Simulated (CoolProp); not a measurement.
Vapour-liquid equilibrium of CHF3 (R23) (1) + C2F6 (R116) (2) at -1.95 °C; x and y are mole fractions of (1).

Computed with CoolProp (multi-fluid Helmholtz-energy mixture model, Penoncello 2003 and Lemmon 2006; pair parameters Bell 2016).

```csv
x,"bubble pressure, mixture model (kPa)","bubble pressure, Raoult's law (kPa)","y, mixture model","y, Raoult's law"
0.05,1910,1782,0.093,0.066
0.15,2170,1843,0.231,0.193
0.25,2369,1904,0.335,0.311
0.35,2518,1966,0.421,0.421
0.45,2623,2027,0.500,0.525
0.55,2686,2089,0.574,0.623
0.65,2706,2150,0.649,0.715
0.75,2682,2212,0.728,0.802
0.85,2608,2273,0.817,0.884
0.95,2468,2335,0.929,0.963
```

The largest gap from Raoult's law is +29.4 % in bubble pressure, at x = 0.45. y crosses x between x = 0.55 and 0.65: the model has an azeotrope there.

Pair parameters are fitted to limited data, so mixtures are less certain than the pure fluids.
